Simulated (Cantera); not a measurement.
Cantera run, input and output.

```python
import numpy as np
import cantera as ct

surf = ct.Interface("diamond.yaml", "diamond_100")
gas, bulk = surf.adjacent["gas"], surf.adjacent["diamond"]
k = surf.kinetics_species_index(bulk.species_names[0])
cover = ["c6HH", "c6H*", "c6*H", "c6**", "c6HM", "c6B"]

rows, drift = [], 0.0
print(f"{'P':>10s}{'um/h':>11s}" + "".join(f"{s:>11s}" for s in cover))
for v in [440, 810, 1500, 2700, 4800, 8800, 16000, 29000]:
    T, P, xH, xCH3 = 1248, v, 0.00033, 0.0012
    gas.TPX = T, P, {"H": xH, "CH3": xCH3, "CH4": 0.02, "H2": 1 - xH - xCH3 - 0.02}
    surf.TP = bulk.TP = T, P
    surf.coverages = "c6H*:0.1, c6HH:0.9"
    surf.advance_coverages(100.0)
    before = surf.coverages
    surf.advance_coverages(100.0)
    drift = max(drift, np.max(np.abs(surf.coverages - before) / (surf.coverages + 1e-9)))
    rate = surf.net_production_rates[k] * bulk.mean_molecular_weight / bulk.density * 3.6e9
    rows.append([rate, *surf[cover].coverages])
    print(f"{v:10.4g}{rate:11.4e}" + "".join(f"{x:11.3e}" for x in rows[-1][1:]))
```

Result:

```
         P       um/h       c6HH       c6H*       c6*H       c6**       c6HM        c6B
       440 8.2364e-02  5.002e-01  3.771e-02  4.411e-01  1.256e-02  4.303e-04  2.235e-10
       810 1.9820e-01  4.994e-01  3.761e-02  4.399e-01  1.192e-02  8.122e-04  5.378e-10
      1500 4.4857e-01  4.984e-01  3.749e-02  4.385e-01  1.139e-02  1.533e-03  1.217e-09
      2700 9.4073e-01  4.970e-01  3.736e-02  4.370e-01  1.101e-02  2.786e-03  2.553e-09
      4800 1.9297e+00  4.951e-01  3.719e-02  4.350e-01  1.074e-02  4.958e-03  5.236e-09
      8800 4.2143e+00  4.917e-01  3.690e-02  4.316e-01  1.051e-02  9.000e-03  1.144e-08
   1.6e+04 9.5591e+00  4.861e-01  3.642e-02  4.259e-01  1.030e-02  1.597e-02  2.594e-08
   2.9e+04 2.2857e+01  4.767e-01  3.563e-02  4.166e-01  1.002e-02  2.764e-02  6.202e-08
```

Computed with Cantera and the Harris–Goodwin 1993 mechanism for the reconstructed diamond (100) surface.
